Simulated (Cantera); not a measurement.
A perfectly stirred reactor is fed with CO : H2 : CH4 : O2 : N2 = 1 : 1.5 : 0.3 : 3.36 : 12.6 (molar parts), equivalence ratio 0.55, at 5.00 bar; it is adiabatic with a 625 K inlet, and is followed from long to short residence time, starting on the burning branch (τ in s: 0.094, 0.041, 0.017, 0.0075, 0.0032, 0.0014, 0.00059, 0.00026, 0.00011, 4.7e-05, 2e-05, 8.7e-06).

Cantera simulation using GRI-Mech 3.0 (53 species, 325 reactions); the numbers are that mechanism's predictions, not measurements.

One state of this run: T (K) = 1785; x CO = 0.0181; x H2 = 0.00351; x CH4 = 0.000166; x O2 = 0.0935; x C2H = 1.28e-11; x C2H2 = 3.58e-9. x: mole fraction; the columns are a selection and need not sum to one.

Task: Which value of τ (s) does it belong to?
(A) 2.0e-5
(B) 0.00059
(C) 0.094
(D) 4.7e-5

Result: D, 4.7e-5
